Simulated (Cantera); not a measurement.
Input: 1 mol SiH4, 1 mol H2O, 6.4 mol H2, held at 1798.15 K and 100000 Pa.

These are equilibrium values from Cantera (NASA tables, ideal gas, pure condensed phases), not measurements of a reactor. Candidate condensed phases: H2O, Si, SiO2; 18 gas species. Each liquid is taken as pure. Mutual solubility and eutectic melting of coexisting phases are not modelled. The tables hold silica as quartz up to 1696 K and as liquid above; real silica turns to tridymite and cristobalite and melts near 1996 K. Gases not in the tables: Si2H6 and higher silanes. Equilibrium is a limit: real reactors are often held back by kinetics, nucleation or transport.

What is the equilibrium state?


```
Quantity                Value
------------------  ---------
x(H2)                   0.958
x(SiO)                 0.0412
x(H)                 0.000345
x(H2O)                4.92e-5
x(SiH2)               2.83e-5
x(SiH)                3.47e-6
x(Si)                 3.09e-6
x(SiH4)               1.04e-6
n(Si(l))            0.298 mol
n(SiO2(condensed))  0.298 mol
gas amount          9.806 mol
```
